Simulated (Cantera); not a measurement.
Feed: 1 mol Si2H6, 13 mol H2, 0.013 mol Cl2, held at 1400 K and 10000 Pa.

These are equilibrium values from Cantera (NASA tables, ideal gas, pure condensed phases), not measurements of a reactor. Candidate condensed phases: Si; 19 gas species. The feed counts by its element totals alone. The numbers say what is thermodynamically allowed, not how fast it happens.

Base state: H2 0.998, HCl 0.00161, H 1.54e-5 (mole fractions); condensed: Si(s).

### Question
What changes in the equilibrium state with this change: Cl2 from 0.013 to 0.0043 mol?

### Answer
```tsv
species	before	after
H2	0.998	0.999
HCl	0.00161	0.000536
H	1.54e-5	1.54e-5
Si(s), mol	2.00	2.00
```
